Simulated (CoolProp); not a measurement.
The fluid at 421.26 K and 0.148 MPa flows at 7.9 m/s in a round tube of 100 mm bore and 1.5 µm roughness, fully developed (64/Re and Nu = 3.66 if laminar; Colebrook and Gnielinski if turbulent). The same conditions are run with several fluids, on thermodynamics alone (safety and materials aside).

Values from CoolProp's reference Helmholtz-energy equation of state of each fluid (R142b: Lemmon 2006; propane: Lemmon 2009; methane: Setzmann 1991; n-butane: Bücker 2006; n-hexane: Thol 2019).

| fluid | Reynolds number | Darcy friction factor | pressure drop (Pa/m) | heat-transfer coefficient (W/(m² K)) | mass flow (kg/h) |
|---|---|---|---|---|---|
| R142b | 232000 | 0.0153 | 20.5 | 74.6 | 960 |
| propane | 131000 | 0.0171 | 10.0 | 78.4 | 419 |
| methane | 36100 | 0.0225 | 4.77 | 44.1 | 151 |
| n-butane | 189000 | 0.0159 | 12.4 | 97.3 | 556 |
| n-hexane | 337000 | 0.0143 | 16.8 | 131 | 841 |

Transport values come from each fluid's own correlations; those of R142b are estimates that may be off by 10 % or more.
